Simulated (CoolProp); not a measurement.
R365MFC along the isobar 1.2 MPa: density (kg/m³) from the reference equation and from simpler models built on Tc = 186.9 °C, pc = 3.266 MPa, ω = 0.377; each cubic takes its own stable root.

The numbers come from the reference Helmholtz-energy equation of state, Lemmon 2016 in CoolProp.

| T (°C) | phase | reference |
|---|---|---|
| 121.25 | liquid | 1013 |
| 142.25 | gas | 66.55 |
| 152.75 | gas | 62.79 |
| 163.25 | gas | 59.73 |
| 173.75 | gas | 57.13 |
| 184.25 | gas | 54.88 |
| 194.75 | gas | 52.87 |
| 205.25 | gas | 51.07 |
| 215.85 | gas | 49.41 |

### Question
How far does each simpler model (van der Waals, Soave-Redlich-Kwong) lie from the reference over these 9 states: mean and median of the absolute difference, and the worst?

### Answer
- van der Waals: mean 13.8 %, median 3.6 %, worst -93.4 % at 121.25 °C and 1.2 MPa
- Soave-Redlich-Kwong: mean 2.2 %, median 1.1 %, worst -11.1 % at 121.25 °C and 1.2 MPa

At some of these states van der Waals gives the other phase, because its saturation line lies elsewhere.
